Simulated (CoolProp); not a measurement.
A Linde-Hampson liquefier for oxygen: isothermal reversible compression at 300 K from 1 atm to 5 MPa, throttling to 1 atm, return gas leaving the recuperator 10 K below the feed. Each further row changes one setting.

Values from CoolProp's reference Helmholtz-energy equation of state, Schmidt 1985.

```csv
case,liquid yield per pass,compression work (kJ/kg of gas)
as stated,?,302
high pressure 10 MPa,?,?
warm-end temperature 330 K,?,333
warm-end gap 15 K,?,302
```

Question: What belongs in the gaps?

Answer: 
- as stated, liquid yield per pass: 0.007
- high pressure 10 MPa, liquid yield per pass: 0.036
- high pressure 10 MPa, compression work (kJ/kg of gas): 354
- warm-end temperature 330 K, liquid yield per pass: 0.001
- warm-end gap 15 K, liquid yield per pass: no liquid

Above 300 K oxygen's equation is extrapolated.
